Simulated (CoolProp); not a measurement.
CF4 (R14) along the isobar 4.6 MPa: Z from the reference equation and from simpler models built on Tc = 227.4 K, pc = 3.762 MPa, ω = 0.178; each cubic takes its own stable root.

The numbers come from the reference Helmholtz-energy equation of state, Platzer 1990 in CoolProp. This equation is an older, rougher fit; its heat capacities, sound speeds and derivatives of the liquid may be far off and weren't checked against measurements.

| T (K) | phase | reference | van der Waals | Soave-Redlich-Kwong | Peng-Robinson |
|---|---|---|---|---|---|
| 188 | liquid | 0.1882 | 0.2774 | 0.1959 | 0.1734 |
| 206.5 | liquid | 0.1908 | 0.2789 | (withheld) | 0.1822 |
| 225.1 | liquid | 0.2140 | (withheld) | 0.2466 | 0.2220 |
| 243.7 | supercritical | 0.5471 | 0.5026 | 0.5598 | 0.5296 |
| 262.3 | supercritical | 0.7034 | 0.6665 | 0.7127 | 0.6821 |
| 280.8 | supercritical | 0.7836 | 0.7453 | 0.7943 | 0.7650 |
| 299.4 | supercritical | 0.8365 | 0.7972 | 0.8485 | 0.8208 |
| 318 | supercritical | 0.8744 | 0.8347 | 0.8871 | 0.8611 |
| 336.6 | supercritical | 0.9031 | 0.8631 | 0.9158 | (withheld) |
| 355.1 | supercritical | 0.9253 | 0.8854 | 0.9376 | 0.9147 |

### Question
Complete the blanks.

### Answer

- 206.5, Soave-Redlich-Kwong: 0.2052
- 225.1, van der Waals: 0.3024
- 336.6, Peng-Robinson: 0.8914
